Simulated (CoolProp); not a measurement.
The fluid at 298.15 K and 0.0915 MPa flows at 0.056 m/s in a round tube of 50 mm bore and 15 µm roughness, fully developed (64/Re and Nu = 3.66 if laminar; Colebrook and Gnielinski if turbulent). The same conditions are run with several fluids, on thermodynamics alone (safety and materials aside).

Computed with CoolProp (reference Helmholtz-energy equation of state of each fluid (c-C4F8 (RC318): Platzer 1990; R22: Kamei 1995; propylene: Lemmon 2013; R236EA: Rui 2013; dry air: Lemmon 2000)). The equations of Platzer and Polt are older, rougher fits. Blends and air are pseudo-pure fits.

Problem. Rank c-C4F8 (RC318), R22, propylene, R236EA, dry air by Reynolds number, highest first.

Solution. c-C4F8 (RC318) (1880), R236EA (1490), R22 (657), propylene (515), dry air (162)

```tsv
fluid	Darcy friction factor	pressure drop (Pa/m)	heat-transfer coefficient (W/(m² K))	mass flow (kg/h)
c-C4F8 (RC318)	0.0340	0.00808	0.885	3.00
R22	0.0974	0.00988	0.842	1.28
propylene	0.124	0.00614	1.25	0.623
R236EA	0.0430	0.00781	1.06	2.29
dry air	0.394	0.0132	1.92	0.423
```

Transport values come from each fluid's own correlations; those of c-C4F8 (RC318), R22, propylene, R236EA are estimates that may be off by 10 % or more.
